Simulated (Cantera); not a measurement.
## Equilibrium for boron, boron nitride and boron oxide: BF₃ + O₂ + NH₃

Input: 1 mol BF₃, 9.5 mol O₂, 0.3 mol NH₃, held at 0.180 bar.

Method: chemical equilibrium by Gibbs-energy minimisation in Cantera with the NASA 1993 tables (ideal gas, pure condensed phases). Candidate condensed phases: B, BN, B₂O₃, B₃O₃H₃, H₂O; 62 gas species. Gases not in the tables: H₃BO₃. Kinetics and transport are ignored.

From 850 °C to 1600 °C nothing is condensed.

| T (°C) | x O₂ | x HF | x BF₃ | x BOF | x H₂O | x N₂ |
|---|---|---|---|---|---|---|
| 850 | 0.846 | 0.0452 | 0.0687 | 0.000698 | 0.0184 | 0.0137 |
| 925 | 0.844 | 0.0494 | 0.0665 | 0.00239 | 0.0161 | 0.0136 |
| 1000 | 0.841 | 0.0535 | 0.0642 | 0.00672 | 0.0138 | 0.0136 |
| 1075 | 0.836 | 0.0579 | 0.0616 | 0.0151 | 0.0111 | 0.0134 |
| 1150 | 0.829 | 0.0635 | 0.0581 | 0.0255 | 0.00794 | 0.0133 |
| 1225 | 0.824 | 0.0695 | 0.0544 | 0.0325 | 0.00483 | 0.0132 |
| 1300 | 0.821 | 0.0740 | 0.0517 | 0.0361 | 0.00261 | 0.0131 |
| 1375 | 0.820 | 0.0766 | 0.0502 | 0.0378 | 0.00134 | 0.0130 |
| 1450 | 0.819 | 0.0780 | 0.0494 | 0.0387 | 0.000690 | 0.0129 |
| 1525 | 0.819 | 0.0786 | 0.0489 | 0.0391 | 0.000363 | 0.0127 |
| 1600 | 0.818 | 0.0789 | 0.0487 | 0.0393 | 0.000199 | 0.0126 |
x: gas mole fraction; nothing condenses.
